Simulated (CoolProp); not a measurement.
The numbers come from the reference Helmholtz-energy equation of state, Thol 2016 in CoolProp.

Q: For hexamethyldisiloxane (MM), give the phase and the cv (kJ/(kg K)), speed of sound (m/s), Joule-Thomson coefficient (K/MPa) at 259.15 °C and 0.0284 MPa; 227.65 °C and 1.26 MPa.

A: 
- 259.15 °C and 0.0284 MPa: gas; cv 2.04, speed of sound 166, Joule-Thomson coefficient 7.87
- 227.65 °C and 1.26 MPa: gas; cv 2.04, speed of sound 103, Joule-Thomson coefficient 19.4
